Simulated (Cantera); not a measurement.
A freely propagating, adiabatic, planar premixed flame of 6.93 % CH4, 19.6 % O2, 73.5 % N2, equivalence ratio 0.71, unburnt at 350 K and 0.190 bar; mixture-averaged transport, grid criteria slope 0.08 and curve 0.16, no radiation.

Computed with Cantera and GRI-Mech 3.0 (53 species, 325 reactions). Burning velocities carry a grid error of a few per cent, more on coarse grids.

x: mole fraction of selected species; z is measured from the peak of heat release.

| z (mm) | T (K) | u (m/s) | x CH4 | x O2 | x H | x CO | x HCN | x O |
|---|---|---|---|---|---|---|---|---|
| -6.19 | 350 | 0.491 | 0.0693 | 0.196 | <1e-8 | 5.12e-7 | <1e-8 | <1e-8 |
| -4.12 | 351 | 0.492 | 0.0692 | 0.195 | <1e-8 | 9.42e-6 | <1e-8 | <1e-8 |
| -3.09 | 354 | 0.498 | 0.0689 | 0.195 | <1e-8 | 6.90e-5 | <1e-8 | <1e-8 |
| -2.06 | 393 | 0.555 | 0.0667 | 0.192 | 9.17e-8 | 0.000817 | <1e-8 | 8.08e-8 |
| -1.03 | 725 | 1.03 | 0.0493 | 0.168 | 0.000134 | 0.00930 | 3.98e-8 | 9.18e-6 |
| -0.515 | 1078 | 1.55 | 0.0285 | 0.136 | 0.000747 | 0.0211 | 1.10e-7 | 0.000119 |
| 0 | 1416 | 2.04 | 0.00767 | 0.0978 | 0.00247 | 0.0324 | 2.18e-7 | 0.00110 |
| 0.515 | 1554 | 2.24 | 0.000708 | 0.0757 | 0.00452 | 0.0299 | 1.75e-7 | 0.00382 |
| 1.03 | 1593 | 2.29 | 3.66e-5 | 0.0679 | 0.00557 | 0.0225 | 6.78e-8 | 0.00532 |
| 2.06 | 1636 | 2.34 | [?] | 0.0633 | 0.00569 | [?] | <1e-8 | 0.00562 |
| 4.12 | 1692 | 2.41 | <1e-8 | 0.0607 | 0.00447 | 0.00854 | <1e-8 | 0.00489 |
| 8.25 | 1755 | 2.49 | <1e-8 | 0.0591 | [?] | [?] | <1e-8 | [?] |
| 16.5 | 1812 | 2.56 | <1e-8 | 0.0579 | 0.00119 | 0.00421 | <1e-8 | 0.00212 |

Task: Some entries are withheld; supply them.

Result: 
- 2.06, x CH4: 1.46e-7
- 2.06, x CO: 0.0138
- 8.25, x H: 0.00263
- 8.25, x CO: 0.00628
- 8.25, x O: 0.00352
